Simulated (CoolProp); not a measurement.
Vapour-liquid equilibrium of C2F6 (R116) (1) + R143a (2) at -79.15 °C; x and y are mole fractions of (1).

Model: multi-fluid Helmholtz-energy mixture model, Lemmon 2006 and Lemmon and Jacobsen 2000; pair parameters Bell 2016, in CoolProp.

```tsv
x	bubble pressure, mixture model (bar)	bubble pressure, Raoult's law (bar)	y, mixture model	y, Raoult's law
0.05	0.3243	0.2061	0.506	0.232
0.125	0.5041	0.2653	0.699	0.451
0.2	0.6295	0.3246	0.771	0.590
0.275	0.7148	0.3839	0.808	0.685
0.35	0.7719	0.4432	0.829	0.756
0.425	0.8102	0.5024	0.843	0.809
0.5	0.8369	0.5617	0.854	0.852
0.575	0.8574	0.6210	0.862	0.886
0.65	0.8755	0.6803	0.872	0.914
0.725	0.8936	0.7395	0.883	0.938
0.8	0.9128	0.7988	0.899	0.958
0.875	0.9326	0.8581	0.923	0.976
0.95	0.9501	0.9174	0.961	0.991
```

The largest gap from Raoult's law is +93.9 % in bubble pressure, at x = 0.2. No azeotrope shows between x = 0.05 and 0.95.

The pair parameters rest on a limited set of measurements; away from them the model extrapolates. With so large a gap from Raoult's law the liquid may split in two, which this calculation doesn't test in full.
